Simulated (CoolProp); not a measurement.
A single-stage vapour-compression cycle with R142b: evaporating at 275.15 K (dew point), condensing at 333.15 K (bubble point), superheat 10 K, subcooling 5 K, compressor efficiency 0.6, no pressure losses. Each further row changes one setting.

Computed with CoolProp (reference Helmholtz-energy equation of state, Lemmon 2006). It is a short technical equation, of lower accuracy than the large ones.

```json
[
 {"case": "as stated", "cooling COP": "2.28", "pressure ratio": "5.62", "discharge temperature (K)": "371.2", "refrigerating effect (kJ/kg)": "155", "volumetric capacity (kJ/m³)": "1070"},
 {"case": "evaporating temperature 280.15 K", "cooling COP": "___", "pressure ratio": "4.69", "discharge temperature (K)": "___", "refrigerating effect (kJ/kg)": "___", "volumetric capacity (kJ/m³)": "1300"},
 {"case": "condensing temperature 328.15 K", "cooling COP": "2.57", "pressure ratio": "___", "discharge temperature (K)": "364.9", "refrigerating effect (kJ/kg)": "162", "volumetric capacity (kJ/m³)": "1120"},
 {"case": "subcooling 10 K", "cooling COP": "2.38", "pressure ratio": "5.62", "discharge temperature (K)": "371.2", "refrigerating effect (kJ/kg)": "162", "volumetric capacity (kJ/m³)": "1120"},
 {"case": "superheat 20 K", "cooling COP": "2.30", "pressure ratio": "5.62", "discharge temperature (K)": "382.3", "refrigerating effect (kJ/kg)": "163", "volumetric capacity (kJ/m³)": "___"},
 {"case": "compressor efficiency 0.5", "cooling COP": "___", "pressure ratio": "5.62", "discharge temperature (K)": "384.2", "refrigerating effect (kJ/kg)": "155", "volumetric capacity (kJ/m³)": "1070"}
]
```

Question: Fill in the missing entries.

Answer: 
- evaporating temperature 280.15 K, cooling COP: 2.60
- evaporating temperature 280.15 K, discharge temperature (K): 367.8
- evaporating temperature 280.15 K, refrigerating effect (kJ/kg): 158
- condensing temperature 328.15 K, pressure ratio: 4.97
- superheat 20 K, volumetric capacity (kJ/m³): 1090
- compressor efficiency 0.5, cooling COP: 1.90
